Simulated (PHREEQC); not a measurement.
Make-up at 25 °C: 98 mmol/kgw HF, 0.06 mmol/kgw (CH3)4NF, 0.059 mmol/kgw H2SiF6 and 59 mmol/kgw HCl. Closed to the air; pH follows from the charge balance.

Equilibrium calculation in PHREEQC: ion-association model, phreeqc.dat.

No solid was allowed to form.

**Question.** Predict the pH.

**Answer.** pH 1.29.

**Question.** In which forms is F present?

**Answer.** HF 97 %, F- 1.6 %, HF2- 1.2 % of the F.

(CH3)4N+ isn't in the database: it is added as a free cation with an ion size of 4 Å. SiF6-2 is the database's only silicon fluoride.
